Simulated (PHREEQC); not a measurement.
Make-up at 25 °C: 30 mmol/kgw NaBF4. Closed to the air; pH follows from the charge balance.

All values are PHREEQC results (ion-association model, phreeqc.dat), not measurements.

Each row changes one thing in this solution. Precipitation was switched off in this run.

```json
[
 {"case": "as made", "pH": "2.85", "ionic strength (mol/kgw)": "0.0316"},
 {"case": "diluted 100-fold with water", "pH": "3.37", "ionic strength (mol/kgw)": "0.000738"},
 {"case": "temperature from 25 to 85 °C", "pH": "3.04", "ionic strength (mol/kgw)": "0.0310"},
 {"case": "temperature from 25 to 50 °C", "pH": "2.91", "ionic strength (mol/kgw)": "0.0314"},
 {"case": "NaBF4 replaced by KHF2 at the same molality", "pH": "3.13", "ionic strength (mol/kgw)": "0.0309"},
 {"case": "NaBF4 from 0.03 to 0.06 mol/kgw", "pH": "2.77", "ionic strength (mol/kgw)": "0.0619"},
 {"case": "NaBF4 replaced by NaBr at the same molality", "pH": "6.99", "ionic strength (mol/kgw)": "0.0300"},
 {"case": "temperature from 25 to 70 °C", "pH": "2.98", "ionic strength (mol/kgw)": "0.0312"}
]
```

Complexes and solids missing from the database can't appear. Constants without temperature data keep their 25 °C values here. Real BF4- forms and hydrolyses slowly; the run takes it at equilibrium.
